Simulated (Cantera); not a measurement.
Charge: 1 mol SiH2Cl2, 1.5 mol O2, at 1473.15 K and 1.30 mbar.

These are equilibrium values from Cantera (NASA tables, ideal gas, pure condensed phases), not measurements of a reactor. Candidate condensed phases: H2O, Si, SiO2; 30 gas species. The tables hold silica as quartz up to 1696 K and as liquid above; real silica turns to tridymite and cristobalite and melts near 1996 K. The numbers say what is thermodynamically allowed, not how fast it happens.

Problem. What is the equilibrium state?

Solution. 
| Quantity | Result |
|---|---|
| x(HCl) | 0.682 |
| x(O2) | 0.170 |
| x(Cl) | 0.0920 |
| x(H2O) | 0.0506 |
| x(Cl2) | 0.00466 |
| x(OH) | 0.000219 |
| x(ClO) | 3.49e-5 |
| x(O) | 3.20e-5 |
| x(H2) | 4.46e-6 |
| n(SiO2(β-quartz)) | 1.00 mol |
| gas amount | 2.553 mol |
| log10 activity of Si(s) (absent) | -19.32 |
